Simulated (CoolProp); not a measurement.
Vapour-liquid equilibrium of CHF3 (R23) (1) + R22 (2) at 62.1 kPa; x and y are mole fractions of (1).

The numbers come from the multi-fluid Helmholtz-energy mixture model, Penoncello 2003 and Kamei 1995; pair parameters Bell 2016 in CoolProp.

Question: Give the bubble temperature and the first vapour's composition at x = 0.8, 0.875, 0.95. Is there an azeotrope?

Answer: x = 0.8: -87.3 °C, y = 0.972; x = 0.875: -88.3 °C, y = 0.983; x = 0.95: -89.4 °C, y = 0.993. No azeotrope shows between x = 0.05 and 0.95.

Pair parameters are fitted to limited data, so mixtures are less certain than the pure fluids.
